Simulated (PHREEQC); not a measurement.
**Hard or scaling water**

Consider water at 20 °C with 0.00032 mol/kgw CaSO4, 0.012 mol/kgw Na2SO4 and 5.4e-05 mol/kgw H4SiO4. It is in equilibrium with CO2 at log p = -3.4 (atm). Otherwise closed; pH follows from the charge balance.

Model: Pitzer model, pitzer.dat, run in PHREEQC.

Precipitation was switched off in this run.

### Question
Predict the pH.

### Answer
pH 5.70.

### Question
In which forms is C present?

### Answer
CO2 81 %, HCO3- 19 % of the C.

Complexes and solids missing from the database can't appear.
